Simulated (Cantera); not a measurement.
Input: 1 mol MgO, 0.9 mol CH₄, 0.63 mol CO, equilibrated at 898 K and 1.00 bar.

Method: chemical equilibrium by Gibbs-energy minimisation in Cantera with the NASA 1993 tables (ideal gas, pure condensed phases). Candidate condensed phases: C, C₆H₆, C₇H₈, C₈H₁₈, H₂O, Mg, MgCO₃, MgO, Mg(OH)₂; 116 gas species. The numbers say what is thermodynamically allowed, not how fast it happens.

Base state: H₂ 0.598, H₂O 0.142, CH₄ 0.115, CO 0.0938, CO₂ 0.0517 (mole fractions); condensed: C(graphite) + MgO(s).

### Question
What changes in the equilibrium state with this change: temperature from 898 K to 2400 K?

### Answer
```csv
species,before,after
H₂,0.598,0.412
CO,0.0938,0.358
Mg,<1e-9,0.212
H,<1e-9,0.0102
CH₄,0.115,4.19e-8
CO₂,0.0517,0.000493
H₂O,0.142,0.00335
MgH,<1e-9,0.00260
MgOH,<1e-9,0.000392
OH,<1e-9,1.53e-5
MgO,<1e-9,1.42e-5
"C(graphite), mol",1.05,0
"MgO(s), mol",1.00,0.0818
```
The tables' values for MgH are old estimates; treat these amounts as uncertain.
